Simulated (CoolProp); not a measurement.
Computed with CoolProp (reference Helmholtz-energy equation of state, Thol 2019).

Q: Give the vapour pressure (kPa), vapour Z, vapour viscosity (µPa s) of saturated n-pentane at 80.15, 90.05, 189.25 °C.

A: 
```
T (°C)  p (kPa)  vapour Z  vapour viscosity (µPa s)
------  -------  --------  ------------------------
80.15       370     0.891                      7.68
90.05       471     0.871                      7.83
189.25     3010     0.450                      10.6
```

Viscosity comes from a separate model (Quiñones-Cisneros 2006), older than the equation that it now runs on, and unchecked against measurements.
